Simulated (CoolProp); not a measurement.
Toluene along the isotherm 620 K: fugacity coefficient from the reference equation and from simpler models built on Tc = 591.7 K, pc = 4.126 MPa, ω = 0.266; each cubic takes its own stable root.

Model: reference Helmholtz-energy equation of state, Lemmon 2006, in CoolProp. It is a short technical equation, of lower accuracy than the large ones.

```csv
p (MPa),phase,reference,Redlich-Kwong,Soave-Redlich-Kwong,Peng-Robinson
0.0196,gas,0.9985,0.9986,0.9986,0.9984
0.0305,gas,0.9977,0.9978,0.9979,0.9976
0.0475,gas,0.9964,0.9966,0.9967,0.9962
0.0739,gas,0.9944,0.9947,0.9948,0.9941
0.115,gas,0.9912,0.9917,0.9919,0.9909
0.179,gas,0.9864,0.9871,0.9874,0.9859
0.279,gas,0.9788,0.9800,0.9804,0.9780
0.434,gas,0.9671,0.9689,0.9696,0.9659
0.676,gas,0.9490,0.9517,0.9529,0.9472
1.05,gas,0.9213,0.9254,0.9272,0.9187
1.64,gas,0.8783,0.8844,0.8872,0.8747
2.55,gas,0.8135,0.8222,0.8266,0.8089
3.98,gas,0.7141,0.7254,0.7328,0.7094
6.19,supercritical,0.5608,0.5722,0.5871,0.5613
```
